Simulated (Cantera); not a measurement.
Standard-state values (1 bar) from the NASA 1993 polynomials, evaluated with Cantera. Values are per mole of reaction as written; species without (g) are pure solids or liquids, kept so even where they would boil at 1 bar. FeO: taken at fixed stoichiometry.

**Question.** Between 1748 and 2548 K, where is each reaction favourable under standard conditions?
- FeO + 5 CO(g) = O(g) + Fe(CO)₅(g)

**Answer.** 
- FeO + 5 CO(g) = O(g) + Fe(CO)₅(g): ΔG° is 1101 kJ at 1748 K and 1438 kJ at 2548 K; it stays positive (K < 1). ΔH° is 374 kJ and ΔS° -418 J/K at 2548 K.
